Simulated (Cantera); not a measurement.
An isothermal, constant-pressure homogeneous reactor starts with 20.6 % H₂, 79.4 % O₂, at 925 K and 0.0257 atm.

Detailed kinetics in Cantera: the H2/O2 subset of GRI-Mech 3.0, which has no nitrogen chemistry. Radical loss at walls, strong at low pressure, is not modelled. Below about 950 K walls govern HO2 and H2O2 in real vessels. The temperature is held fixed by assumption; the heat of reaction is taken as removed at once.

x: mole fraction; the columns are a selection and need not sum to one.

```
t (s)         x H₂   x O₂     x HO₂       x H     x H₂O       x O    x H₂O₂
--------  --------  -----  --------  --------  --------  --------  --------
4.00e-6      0.206  0.794  1.35e-12  1.33e-12    <1e-12    <1e-12    <1e-12
1.63e-5      0.206  0.794  5.50e-12  5.27e-12    <1e-12    <1e-12    <1e-12
6.63e-5      0.206  0.794  2.26e-11  2.17e-11  3.70e-12  4.01e-12    <1e-12
0.000270     0.206  0.794  9.84e-11  1.62e-10  1.41e-10  6.27e-11    <1e-12
0.00110      0.206  0.794   3.43e-9   4.38e-8   6.56e-8   1.91e-8  1.01e-12
0.00447     0.0237  0.748   3.90e-5    0.0347     0.176    0.0125   1.45e-6
0.0182    0.000967  0.770   1.36e-5   3.56e-5     0.229  0.000249   8.55e-7
0.0741           …  0.770         …         …     0.230         …         …
0.302      1.00e-5  0.770   3.69e-7   3.49e-8     0.230   2.39e-6   1.01e-7
1.23       3.53e-7  0.770   3.42e-8  9.47e-10     0.230   2.34e-7   2.67e-8
5.00       9.07e-9  0.770   5.04e-9  5.01e-11     0.230   3.51e-8   7.08e-9
```

Question: What belongs in the gaps?

Answer: 
- 0.0741, x H₂: 0.000133
- 0.0741, x HO₂: 3.10e-6
- 0.0741, x H: 1.20e-6
- 0.0741, x O: 2.64e-5
- 0.0741, x H₂O₂: 3.44e-7
